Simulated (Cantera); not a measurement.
An adiabatic, constant-volume homogeneous reactor starts with CO : H2 : CH4 : O2 : N2 = 1 : 0.69 : 0.24 : 1.74 : 17.4 (molar parts), equivalence ratio 0.76, at 1075 K and 97000 Pa. Integrator tolerance rtol = 1e-08.

Detailed kinetics in Cantera: GRI-Mech 3.0 (53 species, 325 reactions).

```json
[
 {"quantity": "time of steepest temperature rise", "before": "1.14 ms", "after": "3.91 ms"},
 {"quantity": "temperature at 0.600 s", "before": "2136 K", "after": "1827 K"},
 {"quantity": "equilibrium temperature", "before": "2134 K", "after": "1827 K"},
 {"quantity": "x(CO) at 0.600 s", "before": "0.00122 (gas-phase equilibrium 0.00121)", "after": "0.0311 (gas-phase equilibrium 0.0311)"},
 {"quantity": "x(H2) at 0.600 s", "before": "0.000228 (gas-phase equilibrium 0.000227)", "after": "0.0118 (gas-phase equilibrium 0.0118)"},
 {"quantity": "x(CH4) at 0.600 s", "before": "<1e-12 (gas-phase equilibrium <1e-12)", "after": "<1e-12 (gas-phase equilibrium <1e-12)"},
 {"quantity": "x(H) at 0.600 s", "before": "4.34e-5 (gas-phase equilibrium 4.29e-5)", "after": "3.86e-5 (gas-phase equilibrium 3.85e-5)"},
 {"quantity": "x(HCN) at 0.600 s", "before": "<1e-12 (gas-phase equilibrium <1e-12)", "after": "1.75e-8 (gas-phase equilibrium 2.93e-9)"},
 {"quantity": "x(CH2O) at 0.600 s", "before": "<1e-12 (gas-phase equilibrium <1e-12)", "after": "2.46e-10 (gas-phase equilibrium 2.46e-10)"}
]
```

**Question.** Which change was made?
(A) pressure from 97000 Pa to 500000 Pa
(B) pressure from 97000 Pa to 1900000 Pa
(C) O2 1.74 to 0.9 parts
(D) constant pressure in place of constant volume

**Answer.** C, O2 1.74 to 0.9 parts
